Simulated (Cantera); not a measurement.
Feed: 1 mol CaCl2, 6.2 mol O2, 150 mol H2, held at 133 Pa.

Method: chemical equilibrium by Gibbs-energy minimisation in Cantera with the NASA 1993 tables (ideal gas, pure condensed phases). Candidate condensed phases: Ca, CaCl2, CaO, Ca(OH)2, H2O; 21 gas species. Condensed phases not in the tables: oxide chlorides. Kinetics and transport are ignored.

Problem. What share of the Ca ends up in condensed phases as a function of T (°C), at 600, 700, 800, 900, 1000, 1100, 1200, 1300, 1400, 1500, 1600, 1700, 1800?

Solution. 
| T (°C) | Ca condensed (%) | as |
|---|---|---|
| 600 | 100.0 | CaCl2(s) + CaO(s) |
| 700 | 99.9 | CaCl2(s) + CaO(s) |
| 800 | 99.6 | CaO(s) |
| 900 | 99.1 | CaO(s) |
| 1000 | 98.1 | CaO(s) |
| 1100 | 96.5 | CaO(s) |
| 1200 | 94.3 | CaO(s) |
| 1300 | 91.4 | CaO(s) |
| 1400 | 87.9 | CaO(s) |
| 1500 | 83.6 | CaO(s) |
| 1600 | 77.1 | CaO(s) |
| 1700 | 61.7 | CaO(s) |
| 1800 | 14.4 | CaO(s) |
